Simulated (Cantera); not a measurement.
**Stirred combustor or abatement burner**

A perfectly stirred reactor is fed with 27.7 % H₂, 12.6 % O₂, 49.0 % N₂, 10.8 % H₂O, equivalence ratio 1.1, at 5.00 bar; it is adiabatic with a 375 K inlet, and is followed from long to short residence time, starting on the burning branch (τ in s: 0.11, 0.046, 0.02, 0.0083, 0.0035, 0.0015, 0.00064, 0.00027, 0.00012, 4.9e-05, 2.1e-05, 8.8e-06, 3.7e-06).

Computed with Cantera and GRI-Mech 3.0 (53 species, 325 reactions). The hydrogen kinetics of GRI-Mech 3.0 are dated; newer H2 mechanisms differ, most at raised pressure.

```json
[
 {"τ (s)": "0.11", "T (K)": "2204", "x H₂": "0.0291", "x O₂": "0.000105", "x H₂O": "0.410", "x H": "0.000525", "x O": "1.31e-5", "x HO₂": "6.64e-8"},
 {"τ (s)": "0.046", "T (K)": "2202", "x H₂": "0.0292", "x O₂": "0.000162", "x H₂O": "0.409", "x H": "0.000616", "x O": "1.79e-5", "x HO₂": "1.07e-7"},
 {"τ (s)": "0.020", "T (K)": "2198", "x H₂": "0.0295", "x O₂": "0.000268", "x H₂O": "0.409", "x H": "0.000775", "x O": "2.77e-5", "x HO₂": "2.03e-7"},
 {"τ (s)": "0.0083", "T (K)": "2191", "x H₂": "0.0300", "x O₂": "0.000476", "x H₂O": "0.407", "x H": "0.00105", "x O": "4.92e-5", "x HO₂": "4.46e-7"},
 {"τ (s)": "0.0035", "T (K)": "2179", "x H₂": "0.0308", "x O₂": "0.000843", "x H₂O": "0.406", "x H": "0.00148", "x O": "9.03e-5", "x HO₂": "9.95e-7"},
 {"τ (s)": "0.0015", "T (K)": "2162", "x H₂": "0.0322", "x O₂": "0.00145", "x H₂O": "0.403", "x H": "0.00210", "x O": "0.000164", "x HO₂": "2.11e-6"},
 {"τ (s)": "0.00064", "T (K)": "2137", "x H₂": "0.0342", "x O₂": "0.00241", "x H₂O": "0.399", "x H": "0.00304", "x O": "0.000296", "x HO₂": "4.27e-6"},
 {"τ (s)": "0.00027", "T (K)": "2101", "x H₂": "0.0372", "x O₂": "0.00389", "x H₂O": "0.393", "x H": "0.00450", "x O": "0.000526", "x HO₂": "8.22e-6"},
 {"τ (s)": "0.00012", "T (K)": "2052", "x H₂": "0.0410", "x O₂": "0.00589", "x H₂O": "0.386", "x H": "0.00661", "x O": "0.000880", "x HO₂": "1.45e-5"},
 {"τ (s)": "4.9e-5", "T (K)": "1979", "x H₂": "0.0465", "x O₂": "0.00897", "x H₂O": "0.376", "x H": "0.0101", "x O": "0.00149", "x HO₂": "2.63e-5"},
 {"τ (s)": "2.1e-5", "T (K)": "1886", "x H₂": "0.0532", "x O₂": "0.0131", "x H₂O": "0.363", "x H": "0.0149", "x O": "0.00227", "x HO₂": "4.53e-5"},
 {"τ (s)": "8.8e-6", "T (K)": "1760", "x H₂": "0.0634", "x O₂": "0.0195", "x H₂O": "0.345", "x H": "0.0209", "x O": "0.00314", "x HO₂": "8.06e-5"},
 {"τ (s)": "3.7e-6", "T (K)": "1572", "x H₂": "0.0898", "x O₂": "0.0340", "x H₂O": "0.313", "x H": "0.0231", "x O": "0.00321", "x HO₂": "0.000174"}
]
```
x: mole fraction; the columns are a selection and need not sum to one.
